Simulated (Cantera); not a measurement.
A perfectly stirred reactor is fed with 21.4 % H2, 6.66 % O2, 54.0 % N2, 17.9 % H2O, equivalence ratio 1.6, at 100000 Pa; it is adiabatic with a 575 K inlet, and is followed from long to short residence time, starting on the burning branch (τ in s: 0.035, 0.012, 0.0042, 0.0015, 0.00051, 0.00018, 6.2e-05, 2.2e-05, 7.5e-06).

Model: GRI-Mech 3.0 (53 species, 325 reactions), integrated in Cantera.

x: mole fraction; the columns are a selection and need not sum to one.

```json
[
 {"τ (s)": "0.035", "T (K)": "1535", "x H2": "0.0852", "x O2": "0.000150", "x H2O": "0.334", "x NO": "7.55e-7", "x OH": "0.000297", "x H2O2": "5.53e-8"},
 {"τ (s)": "0.012", "T (K)": "1522", "x H2": "0.0847", "x O2": "0.000282", "x H2O": "0.333", "x NO": "1.11e-6", "x OH": "0.000477", "x H2O2": "1.21e-7"},
 {"τ (s)": "0.0042", "T (K)": "1503", "x H2": "0.0840", "x O2": "[?]", "x H2O": "0.332", "x NO": "[?]", "x OH": "[?]", "x H2O2": "[?]"},
 {"τ (s)": "0.0015", "T (K)": "1471", "x H2": "0.0834", "x O2": "0.00108", "x H2O": "0.329", "x NO": "1.99e-6", "x OH": "0.00104", "x H2O2": "4.56e-7"},
 {"τ (s)": "0.00051", "T (K)": "1420", "x H2": "0.0833", "x O2": "[?]", "x H2O": "0.325", "x NO": "[?]", "x OH": "0.00135", "x H2O2": "[?]"},
 {"τ (s)": "0.00018", "T (K)": "1344", "x H2": "0.0866", "x O2": "0.00533", "x H2O": "0.317", "x NO": "1.86e-6", "x OH": "0.00144", "x H2O2": "1.18e-6"},
 {"τ (s)": "6.2e-5", "T (K)": "575", "x H2": "0.214", "x O2": "0.0666", "x H2O": "0.179", "x NO": "<1e-12", "x OH": "<1e-12", "x H2O2": "<1e-12"},
 {"τ (s)": "2.2e-5", "T (K)": "575", "x H2": "0.214", "x O2": "0.0666", "x H2O": "0.179", "x NO": "<1e-12", "x OH": "<1e-12", "x H2O2": "<1e-12"},
 {"τ (s)": "7.5e-6", "T (K)": "575", "x H2": "0.214", "x O2": "0.0666", "x H2O": "0.179", "x NO": "<1e-12", "x OH": "<1e-12", "x H2O2": "<1e-12"}
]
```

Problem. Some entries are withheld; supply them.

Solution. 
- 0.0042, x O2: 0.000544
- 0.0042, x NO: 1.55e-6
- 0.0042, x OH: 0.000729
- 0.0042, x H2O2: 2.44e-7
- 0.00051, x O2: 0.00233
- 0.00051, x NO: 2.20e-6
- 0.00051, x H2O2: 8.02e-7
